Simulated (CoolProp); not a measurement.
Vapour-liquid equilibrium of R125 (1) + R115 (2) at 214.3 K; x and y are mole fractions of (1).

The numbers come from the multi-fluid Helmholtz-energy mixture model, Lemmon 2005 and Lemmon 2016; pair parameters Bell 2016 in CoolProp.

**Question.** Give the bubble pressure and the first vapour's composition at x = 0.45, 0.65, 0.95. Is there an azeotrope?

**Answer.** x = 0.45: 0.5837 bar, y = 0.572; x = 0.65: 0.6080 bar, y = 0.688; x = 0.95: 0.5926 bar, y = 0.931. y crosses x between x = 0.75 and 0.85: the model has an azeotrope there.

Pair parameters are fitted to limited data, so mixtures are less certain than the pure fluids.
